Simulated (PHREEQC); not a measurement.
# Polishing slurry liquid (model solution)

Consider water at 20 °C with 9.8 mmol/kgw NH3, 0.019 mmol/kgw H4SiO4 and 0.043 mmol/kgw KH2PO4. Closed to the air; pH follows from the charge balance.

Model: ion-association model, phreeqc.dat, run in PHREEQC.

This is a speciation only: nothing precipitates in the calculation.

Task: What pH, ionic strength, specific conductance does the model give?

Result: pH 10.74; ionic strength 0.000531 mol/kgw; specific conductance 101 µS/cm.

Task: In which forms is P present?

Result: HPO4-2 97 %, PO4-3 2.5 % of the P.
